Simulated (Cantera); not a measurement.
Feed: 1 mol CuO, 1.1 mol C, 0.19 mol CO, held at 1998 K and 1.80 bar.

Method: chemical equilibrium by Gibbs-energy minimisation in Cantera with the NASA 1993 tables (ideal gas, pure condensed phases). Equilibrium is a limit: real reactors are often held back by kinetics, nucleation or transport.

| species | before | after |
|---|---|---|
| CO | 0.998 | 1.000 |
| CO₂ | 4.62e-5 | 0.000185 |
| Cu | 0.00235 | 0.000162 |
| C(graphite), mol | 0.100 | 0.100 |
| Cu(l), mol | 0.997 | 1.000 |
Gas species are given as mole fractions.

Question: Name the change that produced these shifts.
A) temperature from 1998 K to 1748 K
B) pressure from 1.80 bar to 0.00320 bar
C) temperature from 1998 K to 1325 K
D) pressure from 1.80 bar to 0.0190 bar

Answer: A, temperature from 1998 K to 1748 K
